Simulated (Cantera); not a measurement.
## Reactions in the system Cl-O-Sr

Cantera with NASA thermochemical tables; ideal gases at 1 bar, condensed phases pure. Values are per mole of reaction as written; species without (g) are pure solids or liquids, kept so even where they would boil at 1 bar.

SrCl2 + O(g) = Cl2(g) + SrO

| T (K) | ΔH° (kJ) | ΔS° (J/K) | ΔG° (kJ) | log10 K | condensed phases |
|---|---|---|---|---|---|
| 300 | -12.4 | 2.6 | -13.2 | 2.29 | SrCl2(s), SrO(s) |
| 2275 | -85.1 | -64.9 | 62.6 | -1.44 | SrCl2(l), SrO(s) |
| 2375 | -87.2 | -65.8 | 69.2 | -1.52 | SrCl2(l), SrO(s) |
| 2475 | -89.1 | -66.6 | 75.8 | -1.60 | SrCl2(l), SrO(s) |
| 2575 | -91.0 | -67.4 | 82.5 | -1.67 | SrCl2(l), SrO(s) |
| 2675 | -92.8 | -68.1 | 89.3 | -1.74 | SrCl2(l), SrO(s) |
| 2775 | -94.5 | -68.7 | 96.1 | -1.81 | SrCl2(l), SrO(s) |
| 2875 | -96.2 | -69.3 | 103.0 | -1.87 | SrCl2(l), SrO(s) |
